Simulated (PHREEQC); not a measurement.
A solution holds 34 mmol/kgw HBr, 0.48 mmol/kgw CaCl2 and 0.057 mmol/kgw MgCl2, at 20 °C. Closed to the air; pH follows from the charge balance.

Model: ion-association model, wateq4f.dat, run in PHREEQC.

Each row changes one thing in this solution. This is a speciation only: nothing precipitates in the calculation.

```json
[
 {"case": "as made", "pH": "1.53", "SI of Portlandite (Ca(OH)2)": "-23.73"},
 {"case": "MgCl2 replaced by BaCl2 at the same molality", "pH": "1.53", "SI of Portlandite (Ca(OH)2)": "-23.73"},
 {"case": "MgCl2 from 5.7e-05 to 8.55e-05 mol/kgw", "pH": "1.53", "SI of Portlandite (Ca(OH)2)": "-23.73"},
 {"case": "diluted 10-fold with water", "pH": "2.49", "SI of Portlandite (Ca(OH)2)": "-22.63"},
 {"case": "MgCl2 left out", "pH": "1.53", "SI of Portlandite (Ca(OH)2)": "-23.73"}
]
```

Complexes and solids missing from the database can't appear.
